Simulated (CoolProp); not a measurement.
Values from CoolProp's reference Helmholtz-energy equation of state, Thol 2016.

### Question
Give the vapour pressure (MPa), liquid density (kg/m³), enthalpy of vaporisation (kJ/kg), liquid cp (kJ/(kg K)) of saturated hexamethyldisiloxane (MM) at 464 K.

### Answer
```csv
T (K),p (MPa),liquid density (kg/m³),enthalpy of vaporisation (kJ/kg),liquid cp (kJ/(kg K))
464,0.784,542,131,2.49
```
